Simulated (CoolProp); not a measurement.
Computed with CoolProp (reference Helmholtz-energy equation of state, Platzer 1990). This equation is an older, rougher fit.

Problem. For c-C4F8 (RC318), give the phase and the cp (kJ/(kg K)), speed of sound (m/s), viscosity (µPa s), fugacity coefficient at 488 K and 0.903 MPa; 500 K and 0.903 MPa.

Solution. 
- 488 K and 0.903 MPa: gas; cp 1.04, speed of sound 139, viscosity 19.1, fugacity coefficient 0.954
- 500 K and 0.903 MPa: gas; cp 1.05, speed of sound 142, viscosity 19.5, fugacity coefficient 0.959

Viscosity comes from a separate model (Huber 2003), an estimate that may be off by 10 % or more.
